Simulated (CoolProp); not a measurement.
Vapour-liquid equilibrium of isobutane (1) + isobutene (2) at -66.55 °C; x and y are mole fractions of (1).

Model: multi-fluid Helmholtz-energy mixture model, Bücker 2006 and Lemmon 2005; pair parameters Bell 2016, in CoolProp.

```
x     bubble pressure (MPa)  y at the bubble point  dew pressure at overall composition x (MPa)  liquid density (mol/L)
----  ---------------------  ---------------------  -------------------------------------------  ----------------------
0.05                      ?                  0.074                                     0.004502                   12.25
0.15               0.004752                      ?                                            ?                   12.13
0.25               0.004948                  0.324                                     0.004824                   12.01
0.35                      ?                  0.431                                     0.004992                   11.89
0.45               0.005297                  0.530                                     0.005161                   11.78
0.55               0.005453                  0.622                                     0.005331                   11.67
0.65               0.005601                  0.710                                     0.005500                       ?
0.75               0.005739                  0.795                                     0.005666                   11.46
0.85               0.005870                  0.878                                     0.005826                   11.35
0.95               0.005994                  0.960                                     0.005980                       ?
```

Fill in the missing entries.


- 0.05, bubble pressure (MPa): 0.004539
- 0.15, y at the bubble point: 0.206
- 0.15, dew pressure at overall composition x (MPa): 0.004661
- 0.35, bubble pressure (MPa): 0.005129
- 0.65, liquid density (mol/L): 11.56
- 0.95, liquid density (mol/L): 11.25

No azeotrope shows between x = 0.05 and 0.95.

Pair parameters are fitted to limited data, so mixtures are less certain than the pure fluids.
